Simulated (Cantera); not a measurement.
Input (Python, Cantera) and output of one run.

```python
import numpy as np
import cantera as ct

gas_names = """
    CL CL2 Fe FeCL FeCL2 FeCL3 Fe2CL4 Fe2CL6 N N2
""".split()
cond_names = """
    Fe(a) Fe(c) Fe(d) Fe(L) FeCL2(s) FeCL2(L) FeCL3(s) FeCL3(L)
""".split()


# ... load() reads the species with a 1 bar reference pressure and builds the phases ...
atoms = {
    'Fe': {'Fe': 1},
    'Cl2': {'CL': 2},
    'N2': {'N': 2},
}
top_T = {}  # K; cautious upper limits of use, not melting points


# ... equilibrate(T, P, feed) seeds the gas with the atoms and calls Mixture.equilibrate('TP', solver="vcs", rtol=1e-11, max_steps=5000) ...
results = []
feed = {'Fe': 1, 'Cl2': 0.03, 'N2': 0.44}  # mol
P = 100000  # Pa
for T in [775, 825, 875, 925, 975, 1025, 1075, 1125, 1175, 1225, 1275, 1325, 1375, 1425]:
    mix = equilibrate(T, P, feed)
    results.append((T, P, feed, dict(zip(mix.species_names, mix.species_moles))))

top = {s: max(r[3][s] / sum(r[3][g] for g in gas_names) for r in results) for s in gas_names}
cols = sorted((s for s in top if top[s] > 1e-06), key=lambda s: -top[s])[:5]
seen = [c for c in cond_names if any(r[3].get(c, 0) > 1e-12 for r in results)]
print("log10 of partial pressures in bar; condensed amounts in mol")
print(f"{'T/K':>10s}" + "".join(f"{s[:9]:>10s}" for s in cols + seen))
for T, P, feed, n in results:
    ng = sum(n[g] for g in gas_names)
    print(f"{T:10.4g}" + "".join(f"{np.log10(max(n[s] / ng * P / 1e5, 1e-99)):10.3f}" for s in cols)
          + "".join(f"{n.get(c, 0):10.4g}" for c in seen))
```

Result:

```
log10 of partial pressures in bar; condensed amounts in mol
       T/K        N2     FeCL2    Fe2CL4     FeCL3        CL     Fe(a)     Fe(c)  FeCL2(s)  FeCL2(L)
       775    -0.000    -4.428    -5.616    -8.505   -13.494      0.97         0   0.02998         0
       825    -0.000    -3.652    -4.654    -7.499   -12.306      0.97         0   0.02988         0
       875    -0.001    -2.969    -3.810    -6.613   -11.255      0.97         0   0.02939         0
       925    -0.002    -2.363    -3.063    -5.827   -10.317      0.97         0   0.02732         0
       975    -0.007    -1.884    -2.521    -5.216    -9.505      0.97         0         0   0.02146
      1025    -0.017    -1.515    -2.155    -4.757    -8.802      0.97         0         0  0.009631
      1075    -0.025    -1.316    -2.096    -4.543    -8.230      0.97         0         0         0
      1125    -0.026    -1.266    -2.303    -4.542    -7.771      0.97         0         0         0
      1175    -0.027    -1.237    -2.524    -4.565    -7.359      0.97         0         0         0
      1225    -0.028    -1.220    -2.746    -4.599    -6.984         0      0.97         0         0
      1275    -0.028    -1.210    -2.963    -4.640    -6.641         0      0.97         0         0
      1325    -0.028    -1.204    -3.169    -4.682    -6.324         0      0.97         0         0
      1375    -0.028    -1.201    -3.364    -4.724    -6.031         0      0.97         0         0
      1425    -0.029    -1.199    -3.546    -4.763    -5.759         0      0.97         0         0
```

Cantera equilibrium calculation (NASA polynomials, part measured and part estimated; ideal gas, pure solids and liquids). Mutual solubility and eutectic melting of coexisting phases are not modelled.
